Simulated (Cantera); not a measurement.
# Thermodynamics of boron, boron nitride and boron oxide, feed BCl3 + O2 + N2

Feed: 1 mol BCl3, 0.45 mol O2, 2.2 mol N2, held at 13.3 mbar.

Equilibrium computed with Cantera from the NASA thermochemical tables; the gas is ideal and each condensed phase is pure. Candidate condensed phases: B, BN, B2O3; 25 gas species. The tables' values for BOCl are old estimates; treat these amounts as uncertain. Equilibrium is a limit: real reactors are often held back by kinetics, nucleation or transport.

```json
[
 {"T (°C)": "925", "log p N2": "-2.08", "log p Cl2": "-2.49", "log p Cl": "-3.58", "log p BCl3": "-2.93", "log p B3O3Cl3": "-3.49", "log p BOCl": "-5.46", "log p B2O3": "-8.06", "n B2O3(l)": "0.213"},
 {"T (°C)": "950", "log p N2": "-2.08", "log p Cl2": "-2.49", "log p Cl": "-3.47", "log p BCl3": "-2.93", "log p B3O3Cl3": "-3.48", "log p BOCl": "-5.25", "log p B2O3": "-7.72", "n B2O3(l)": "0.211"},
 {"T (°C)": "975", "log p N2": "-2.08", "log p Cl2": "-2.50", "log p Cl": "-3.37", "log p BCl3": "-2.94", "log p B3O3Cl3": "-3.47", "log p BOCl": "-5.06", "log p B2O3": "-7.38", "n B2O3(l)": "0.209"},
 {"T (°C)": "1000", "log p N2": "-2.09", "log p Cl2": "-2.51", "log p Cl": "-3.27", "log p BCl3": "-2.94", "log p B3O3Cl3": "-3.47", "log p BOCl": "-4.88", "log p B2O3": "-7.06", "n B2O3(l)": "0.207"},
 {"T (°C)": "1025", "log p N2": "-2.09", "log p Cl2": "-2.52", "log p Cl": "-3.18", "log p BCl3": "-2.95", "log p B3O3Cl3": "-3.46", "log p BOCl": "-4.70", "log p B2O3": "-6.75", "n B2O3(l)": "0.205"},
 {"T (°C)": "1050", "log p N2": "-2.09", "log p Cl2": "-2.54", "log p Cl": "-3.09", "log p BCl3": "-2.95", "log p B3O3Cl3": "-3.46", "log p BOCl": "-4.53", "log p B2O3": "-6.46", "n B2O3(l)": "0.203"},
 {"T (°C)": "1075", "log p N2": "-2.09", "log p Cl2": "-2.55", "log p Cl": "-3.00", "log p BCl3": "-2.96", "log p B3O3Cl3": "-3.46", "log p BOCl": "-4.37", "log p B2O3": "-6.18", "n B2O3(l)": "0.201"},
 {"T (°C)": "1100", "log p N2": "-2.10", "log p Cl2": "-2.57", "log p Cl": "-2.93", "log p BCl3": "-2.97", "log p B3O3Cl3": "-3.46", "log p BOCl": "-4.21", "log p B2O3": "-5.90", "n B2O3(l)": "0.198"},
 {"T (°C)": "1125", "log p N2": "-2.10", "log p Cl2": "-2.60", "log p Cl": "-2.85", "log p BCl3": "-2.97", "log p B3O3Cl3": "-3.46", "log p BOCl": "-4.06", "log p B2O3": "-5.64", "n B2O3(l)": "0.195"},
 {"T (°C)": "1150", "log p N2": "-2.11", "log p Cl2": "-2.63", "log p Cl": "-2.78", "log p BCl3": "-2.98", "log p B3O3Cl3": "-3.46", "log p BOCl": "-3.92", "log p B2O3": "-5.39", "n B2O3(l)": "0.190"},
 {"T (°C)": "1175", "log p N2": "-2.11", "log p Cl2": "-2.66", "log p Cl": "-2.72", "log p BCl3": "-3.00", "log p B3O3Cl3": "-3.47", "log p BOCl": "-3.78", "log p B2O3": "-5.14", "n B2O3(l)": "0.185"},
 {"T (°C)": "1200", "log p N2": "-2.12", "log p Cl2": "-2.70", "log p Cl": "-2.66", "log p BCl3": "-3.01", "log p B3O3Cl3": "-3.48", "log p BOCl": "-3.65", "log p B2O3": "-4.91", "n B2O3(l)": "0.178"}
]
```
log p: log10 of the partial pressure in bar; n: condensed amount in mol.

From 925 °C to 1200 °C the condensed part is B2O3(l). The main B-bearing gas is BCl3 at 925 °C and B3O3Cl3 at 1200 °C. The share of B in condensed phases is highest at 925 °C (42.6 %) and lowest at 1200 °C (35.6 %).
